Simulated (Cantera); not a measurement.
Reactions in the system Al-I-N

Cantera with NASA thermochemical tables; ideal gases at 1 bar, condensed phases pure. Values are per mole of reaction as written; species without (g) are pure solids or liquids, kept so even where they would boil at 1 bar.

3 I2(g) + 2 AlN → 2 AlI3(g) + N2(g)

```json
[
 {"T (K)": "875", "ΔH° (kJ)": "59.6", "ΔS° (J/K)": "114.1", "ΔG° (kJ)": "-40.3", "log10 K": "2.40"},
 {"T (K)": "925", "ΔH° (kJ)": "58.9", "ΔS° (J/K)": "113.4", "ΔG° (kJ)": "-45.9", "log10 K": "2.59"},
 {"T (K)": "975", "ΔH° (kJ)": "58.3", "ΔS° (J/K)": "112.7", "ΔG° (kJ)": "-51.6", "log10 K": "2.76"},
 {"T (K)": "1025", "ΔH° (kJ)": "57.6", "ΔS° (J/K)": "112.0", "ΔG° (kJ)": "-57.2", "log10 K": "2.92"},
 {"T (K)": "1075", "ΔH° (kJ)": "56.9", "ΔS° (J/K)": "111.3", "ΔG° (kJ)": "-62.8", "log10 K": "3.05"},
 {"T (K)": "1125", "ΔH° (kJ)": "56.1", "ΔS° (J/K)": "110.7", "ΔG° (kJ)": "-68.3", "log10 K": "3.17"},
 {"T (K)": "1175", "ΔH° (kJ)": "55.4", "ΔS° (J/K)": "110.0", "ΔG° (kJ)": "-73.9", "log10 K": "3.28"},
 {"T (K)": "1225", "ΔH° (kJ)": "54.6", "ΔS° (J/K)": "109.3", "ΔG° (kJ)": "-79.3", "log10 K": "3.38"}
]
```
